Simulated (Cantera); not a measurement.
Input: 1 mol CS2, 0.05 mol H2O, 0.53 mol O2, equilibrated at 10.0 mbar.

Cantera equilibrium calculation (NASA polynomials, part measured and part estimated; ideal gas, pure solids and liquids). Candidate condensed phases: C, C6H6, C7H8, C8H18, H2O, H2SO4, S; 123 gas species. Kinetics and transport are ignored. All values below are at 2225 K.

Base state: CO 0.451, S2 0.397, S 0.0755, SO 0.0329, H2 0.0135, SH 0.00821, H 0.00753, CO2 0.00741 (mole fractions); condensed: gas only.

What changes in the equilibrium state with this change: O2 from 0.53 to 0.12 mol?


```tsv
species	before	after
S2	0.397	0.283
CS	6.50e-6	0.282
CO	0.451	0.178
CS2	4.20e-6	0.154
SO	0.0329	2.13e-7
H2	0.0135	0.0213
S	0.0755	0.0636
SO2	0.00416	<1e-9
CO2	0.00741	2.24e-8
```
